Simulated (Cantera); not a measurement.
Charge: 1 mol CF₄, 0.068 mol Si, 0.095 mol H₂, held at 0.120 bar.

Equilibrium computed with Cantera from the NASA thermochemical tables; the gas is ideal and each condensed phase is pure. Candidate condensed phases: C, C₆H₆, C₇H₈, C₈H₁₈, Si, SiC; 113 gas species. The tables' values for SiF₃, C₂F₄ are old estimates; treat these amounts as uncertain. Gases not in the tables: C₂F₆ and larger saturated fluorocarbons. The numbers say what is thermodynamically allowed, not how fast it happens.

**Question.** At 2375 K, list the 7 most abundant gas species with their mole fractions, and the condensed phases.

**Answer.** CF₄ 0.477, CF₂ 0.207, HF 0.134, F 0.112, SiF₄ 0.0479, CF₃ 0.0198, CF 0.00117. Condensed: gas only.
